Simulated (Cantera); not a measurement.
Feed: 1 mol Al, 3.2 mol CO, 2.4 mol N₂, at 1623.15 K and 10000 Pa.

Equilibrium computed with Cantera from the NASA thermochemical tables; the gas is ideal and each condensed phase is pure. Candidate condensed phases: Al, AlN, Al₂O₃, C; 32 gas species. Kinetics and transport are ignored.

Q: What is the equilibrium state?

A: 
- x(N₂) = 0.585
- x(CO) = 0.415
- x(CO₂) = 4.19e-6
- n(Al₂O₃(s)) = 0.500 mol
- n(C(graphite)) = 1.50 mol
- gas amount = 4.100 mol
- log10 activity of Al(l) (absent) = -4.25
